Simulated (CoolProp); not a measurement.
Vapour pressure (MPa) of octamethyltrisiloxane (MDM): the reference equation beside estimates from Tc = 292.2 °C, pc = 1.438 MPa, ω = 0.528. Clausius-Clapeyron is anchored at 125.35 °C with a constant enthalpy of vaporisation of 38.90 kJ/mol.

Computed with CoolProp (reference Helmholtz-energy equation of state, Thol 2017).

```tsv
T (°C)	reference	Clausius-Clapeyron	Redlich-Kwong	Soave-Redlich-Kwong
114.65	0.03325	0.03388	0.1057	0.03297
118.25	0.03741	0.03785	0.1144	0.03709
121.75	0.04185	0.04208	0.1234	0.04148
125.35	0.04684	0.04684	0.1332	0.04642
128.95	0.05228	0.05203	0.1436	0.05182
132.45	0.05805	0.05752	0.1542	0.05754
136.05	0.06449	0.06366	0.1656	0.06393
139.55	0.07128	0.07015	0.1773	0.07068
143.15	0.07883	0.07737	0.1900	0.07819
146.65	0.08676	0.08497	0.2029	0.08609
150.25	0.09554	0.09342	0.2168	0.09486
153.75	0.1047	0.1023	0.2309	0.1040
157.35	0.1149	0.1121	0.2462	0.1142
```

Absolute difference from the reference over all 13 rows, mean and median: Clausius-Clapeyron 1.4 and 1.6 %, Redlich-Kwong 160.4 and 156.8 %, Soave-Redlich-Kwong 0.8 and 0.8 %.
